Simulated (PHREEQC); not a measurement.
A column of 0.1 m (30 cells, dispersivity 0.0035 m, 60 s a shift, diffusion coefficient 3e-10 m²/s) holds 0.015 eq of the database's cation exchanger X per kg of pore water, first in equilibrium with 0.0022 mol MnCl2 and 1e-05 mol HCl per kg of water. It is flushed with 13 mmol/kgw KBr, 2.8 mmol/kgw KCl and 0.01 mmol/kgw HCl, at 25 °C. Values are for the last cell. The system is closed to CO2. No solid was allowed to form.

The numbers come from PHREEQC with the ion-association model, phreeqc.dat.

```csv
pore volumes,K in solution (mol/kgw),Br in solution (mol/kgw),Mn in solution (mol/kgw),Cl in solution (mol/kgw)
0,0,0,0.00220,0.00441
0.2833,0,8.15e-10,0.00220,0.00441
0.4167,2.80e-10,5.22e-6,0.00220,0.00441
0.6833,1.08e-5,?,0.00273,0.00426
0.95,0.000639,0.00618,0.00459,0.00365
1.083,?,0.00869,0.00515,0.00334
1.35,?,0.0117,0.00487,0.00297
1.617,0.00792,0.0127,0.00380,0.00285
1.75,0.00911,0.0128,0.00328,0.00283
2.017,0.0109,0.0130,?,0.00281
2.283,0.0121,0.0130,0.00184,0.00281
2.417,0.0126,0.0130,0.00161,0.00281
2.683,0.0133,0.0130,0.00125,0.00281
2.95,0.0138,0.0130,0.000992,0.00281
3.083,0.0140,0.0130,0.000888,0.00281
3.35,0.0144,0.0130,0.000717,0.00281
3.617,0.0146,0.0130,?,0.00281
3.75,0.0147,0.0130,0.000529,0.00281
4.017,0.0149,0.0130,0.000435,0.00281
```

**Question.** Complete the blanks.

**Answer.** 
- 0.6833, Br in solution (mol/kgw): 0.00121
- 1.083, K in solution (mol/kgw): 0.00171
- 1.35, K in solution (mol/kgw): 0.00490
- 2.017, Mn in solution (mol/kgw): 0.00243
- 3.617, Mn in solution (mol/kgw): 0.000585
